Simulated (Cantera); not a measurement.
What does this Cantera script print?

```python
import numpy as np
import cantera as ct

gas_names = """
    H H2 N NH NH2 NH3 N2 N2H2 N2H4 Si SiH SiH2 SiH3 SiH4 SiN Si2 Si2N Si3
""".split()
cond_names = """
    Si(cr) Si(L) Si3N4(a)
""".split()


def load(file, names, dense=False):
    # The tables refer to 1 bar. Condensed volumes are neglected.
    table = {s.name: s for s in ct.Species.list_from_file(file)}
    out = []
    for n in names:
        d = dict(table[n].input_data)
        d["thermo"] = dict(d["thermo"], **{"reference-pressure": 1e5})
        if dense:
            d["equation-of-state"] = {"model": "constant-volume", "density": "1e6 g/cm^3"}
        out.append(ct.Species.from_dict(d))
    return out


gas = ct.Solution(thermo="ideal-gas", species=load("nasa_gas.yaml", gas_names))
cond = {s.name: ct.Solution(thermo="fixed-stoichiometry", species=[s], name=s.name)
        for s in load("nasa_condensed.yaml", cond_names, dense=True)}
atoms = {
    'SiH4': {'Si': 1, 'H': 4},
    'N2': {'N': 2},
}
top_T = {'Si3N4(a)': 2400}  # K; cautious upper limits of use, not melting points


def equilibrate(T, P, feed):
    n = {}
    for name, mol in feed.items():
        for a, k in atoms[name].items():
            n[a] = n.get(a, 0.0) + k * mol
    gas.TPX = T, P, n
    mass = sum(n.values()) * gas.mean_molecular_weight
    gas.equilibrate("TP")
    valid = [c for c in cond.values() if c.min_temp <= T <= top_T.get(c.name, c.max_temp)]
    mix = ct.Mixture([(gas, mass / gas.mean_molecular_weight)] + [(c, 0.0) for c in valid])
    mix.T, mix.P = T, P
    mix.equilibrate("TP", solver="vcs", rtol=1e-11, max_steps=5000)
    return mix


results = []
feed = {'SiH4': 1, 'N2': 17}  # mol
T = 1150  # K
P = 160  # Pa
mix = equilibrate(T, P, feed)
results.append((T, P, feed, dict(zip(mix.species_names, mix.species_moles))))
print(gas.report(threshold=1e-06))
for i in range(1, mix.n_phases):
    print(f"{mix.phase(i).name:16s} {mix.phase_moles(i):12.5e} mol")
```

It prints:

```
       temperature   1150 K
          pressure   160 Pa
           density   0.00042131 kg/m^3
  mean mol. weight   25.178 kg/kmol
   phase of matter   gas

                          1 kg             1 kmol
                     ---------------   ---------------
          enthalpy        1.0444e+06        2.6297e+07  J
   internal energy        6.6468e+05        1.6735e+07  J
           entropy             11216        2.8239e+05  J/K
    Gibbs function       -1.1854e+07       -2.9845e+08  J
 heat capacity c_p            1316.1             33137  J/K
 heat capacity c_v             985.9             24823  J/K

                      mass frac. Y      mole frac. X     chem. pot. / RT
                     ---------------   ---------------   ---------------
                H2         0.0087349           0.10909           -26.517
                N2           0.99127           0.89091           -31.789
     [  +16 minor]         3.364e-08        6.2935e-07

Si(cr)            0.00000e+00 mol
Si3N4(a)          3.33333e-01 mol
```

Cantera equilibrium calculation (NASA polynomials, part measured and part estimated; ideal gas, pure solids and liquids). N2 is the only nitrogen source here; it is nearly inert below about 1500 K, so the nitride shown seldom forms there in practice.
